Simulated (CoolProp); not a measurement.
Saturated liquid density (kg/m³) of trans-2-butene: the reference equation beside estimates from Tc = 428.6 K, pc = 4.019 MPa, ω = 0.210.

Model: reference Helmholtz-energy equation of state, Lemmon 2005, in CoolProp. It is a short technical equation, of lower accuracy than the large ones.

```json
[
 {"T (K)": "197.4", "reference": "707.1", "Soave-Redlich-Kwong": "?", "Peng-Robinson": "717.0"},
 {"T (K)": "211.9", "reference": "692.4", "Soave-Redlich-Kwong": "?", "Peng-Robinson": "705.4"},
 {"T (K)": "226.4", "reference": "677.5", "Soave-Redlich-Kwong": "615.3", "Peng-Robinson": "?"},
 {"T (K)": "240.9", "reference": "662.3", "Soave-Redlich-Kwong": "?", "Peng-Robinson": "679.6"},
 {"T (K)": "255.4", "reference": "646.9", "Soave-Redlich-Kwong": "589.3", "Peng-Robinson": "665.1"},
 {"T (K)": "269.9", "reference": "?", "Soave-Redlich-Kwong": "574.7", "Peng-Robinson": "649.4"},
 {"T (K)": "284.4", "reference": "614.7", "Soave-Redlich-Kwong": "558.9", "Peng-Robinson": "632.3"},
 {"T (K)": "298.9", "reference": "597.6", "Soave-Redlich-Kwong": "541.8", "Peng-Robinson": "613.5"},
 {"T (K)": "313.4", "reference": "?", "Soave-Redlich-Kwong": "523.1", "Peng-Robinson": "592.9"},
 {"T (K)": "327.9", "reference": "560.9", "Soave-Redlich-Kwong": "502.6", "Peng-Robinson": "570.1"},
 {"T (K)": "342.3", "reference": "540.7", "Soave-Redlich-Kwong": "?", "Peng-Robinson": "544.9"},
 {"T (K)": "356.8", "reference": "518.6", "Soave-Redlich-Kwong": "454.9", "Peng-Robinson": "516.3"},
 {"T (K)": "371.3", "reference": "494.1", "Soave-Redlich-Kwong": "426.3", "Peng-Robinson": "483.6"},
 {"T (K)": "385.8", "reference": "466.0", "Soave-Redlich-Kwong": "393.3", "Peng-Robinson": "445.3"},
 {"T (K)": "400.3", "reference": "432.0", "Soave-Redlich-Kwong": "353.7", "Peng-Robinson": "399.0"}
]
```

Some entries are withheld; supply them.


- 197.4, Soave-Redlich-Kwong: 637.9
- 211.9, Soave-Redlich-Kwong: 627.0
- 226.4, Peng-Robinson: 693.0
- 240.9, Soave-Redlich-Kwong: 602.8
- 269.9, reference: 631.1
- 313.4, reference: 579.8
- 342.3, Soave-Redlich-Kwong: 480.2

Absolute difference from the reference over all 15 rows, mean and median: Soave-Redlich-Kwong 11.0 and 9.8 %, Peng-Robinson 2.6 and 2.3 %.
